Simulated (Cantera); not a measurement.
A freely propagating, adiabatic, planar premixed flame of 7.99 % CH4, 9.58 % H2, 17.3 % O2, 65.1 % N2, unburnt at 525 K and 90.0 Torr; mixture-averaged transport, grid criteria slope 0.08 and curve 0.16, no radiation.

Model: GRI-Mech 3.0 (53 species, 325 reactions), integrated in Cantera. Burning velocities carry a grid error of a few per cent, more on coarse grids.

Question: Predict: laminar burning velocity; thermal thickness; peak x(H); peak x(HCN); peak x(C2H).

Answer: 
| Quantity | Result |
|---|---|
| laminar burning velocity | 250 cm/s |
| thermal thickness | 1.85 mm |
| peak x(H) | 0.0315 |
| peak x(HCN) | 3.39e-6 |
| peak x(C2H) | 3.51e-7 |
